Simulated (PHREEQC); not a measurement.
Make-up at 25 °C: 9.5e-06 mol/kgw NaHSO4, 0.002 mol/kgw K2CO3 and 0.0029 mol/kgw NaAlO2. Closed to the air; pH follows from the charge balance.

Model: ion-association model, wateq4f.dat, run in PHREEQC.

Precipitation was switched off in this run.

Q: What pH, ionic strength does the model give?

A: pH 10.66; ionic strength 0.00830 mol/kgw.

Q: In which forms is S present?

A: SO4-2 97 %, KSO4- 1.9 %, NaSO4- 1.0 % of the S.

Examples of supersaturated solids here: Boehmite (slow to form), Gibbsite (slow to form). Others may be too.
